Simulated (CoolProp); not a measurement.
Properties of R1123 along the isotherm 415.7 K.

Values from CoolProp's reference Helmholtz-energy equation of state, Akasaka 2020.

```csv
p (MPa),phase,density (kg/m³),isothermal compressibility (1/MPa),expansivity (1/kK)
0.0632,gas,1.503,15.86,2.426
0.102,gas,2.429,9.839,2.438
0.165,gas,3.938,6.095,2.459
0.267,gas,6.395,3.780,2.492
0.431,gas,10.38,2.355,2.547
0.696,gas,16.93,1.473,2.639
1.12,gas,27.66,0.9295,2.793
1.82,gas,46.14,0.5876,3.071
2.94,gas,77.88,0.3806,3.582
4.74,supercritical,135.5,0.2548,4.607
7.66,supercritical,249.6,0.1750,6.808
12.4,supercritical,468.3,0.09144,8.567
20,supercritical,692.3,0.02804,5.328
```
